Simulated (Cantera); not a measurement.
A Cantera script and its output.

```python
import numpy as np
import cantera as ct

gas = ct.Solution("gri30.yaml")
gas.TPX = 1375, 300, {'H2': 0.0051, 'O2': 1}
reactor = ct.IdealGasConstPressureReactor(gas, energy="off", clone=False)
net = ct.ReactorNet([reactor])
net.rtol, net.atol = 1e-08, 1e-18
show = ['H2', 'O2', 'OH', 'H', 'H2O', 'HO2']
times = np.geomspace(3e-05, 7, 10)

steps = ct.SolutionArray(gas, extra=["t"])
rows = []
print(f"{'t/s':>10s}{'T/K':>9s}{'P/Pa':>11s}" + "".join(f"{s:>11s}" for s in show))
for t in times:
    while net.time < t:
        t_next = net.step()
        steps.append(gas.state, t=t_next)
    rows.append([np.interp(t, steps.t, y) for y in (steps.T, steps.P, *steps(*show).X.T)])
    print(f"{t:10.3e}{rows[-1][0]:9.1f}{rows[-1][1]:11.4g}" + "".join(f"{x:11.3e}" for x in rows[-1][2:]))
rate = np.gradient(steps.T, steps.t)
print("integrator steps:", len(steps.t))
if steps.T.max() > steps.T[0] + 200:
    print(f"time of steepest temperature rise: {steps.t[rate.argmax()]:.4e} s")
gas.TPX = 1375, 300, {'H2': 0.0051, 'O2': 1}
gas.equilibrate("TP")
print(f"equilibrium (TP): T = {gas.T:.1f} K  " + "  ".join(f"{s} {gas[s].X[0]:.3e}" for s in show))
```

Result:

```
       t/s      T/K       P/Pa         H2         O2         OH          H        H2O        HO2
 3.000e-05   1375.0        300  5.074e-03  9.949e-01  8.048e-11  4.799e-10  3.726e-13  5.601e-10
 1.185e-04   1375.0        300  5.074e-03  9.949e-01  9.489e-10  1.276e-09  1.848e-11  2.212e-09
 4.677e-04   1375.0        300  5.074e-03  9.949e-01  7.124e-09  2.052e-09  6.262e-10  8.731e-09
 1.847e-03   1375.0        300  5.074e-03  9.949e-01  4.153e-08  4.012e-09  1.492e-08  3.443e-08
 7.293e-03   1375.0        300  5.073e-03  9.949e-01  5.472e-07  3.327e-08  5.488e-07  1.352e-07
 2.880e-02   1375.0        300  3.646e-03  9.935e-01  7.040e-04  4.958e-05  1.051e-03  1.055e-07
 1.137e-01   1375.0        300  1.048e-05  9.900e-01  6.488e-04  8.029e-05  4.699e-03  5.267e-08
 4.490e-01   1375.0        300  1.026e-05  9.901e-01  6.421e-04  7.774e-05  4.704e-03  5.209e-08
 1.773e+00   1375.0        300  9.473e-06  9.905e-01  6.170e-04  6.866e-05  4.723e-03  4.992e-08
 7.000e+00   1375.0        300  7.087e-06  9.916e-01  5.339e-04  4.391e-05  4.782e-03  4.270e-08
integrator steps: 629
equilibrium (TP): T = 1375.0 K  H2 2.857e-08  O2 9.949e-01  OH 3.399e-05  H 1.065e-08  H2O 5.070e-03  HO2 1.242e-08
```

Model: GRI-Mech 3.0 (53 species, 325 reactions), integrated in Cantera. Radical loss at walls, strong at low pressure, is not modelled.
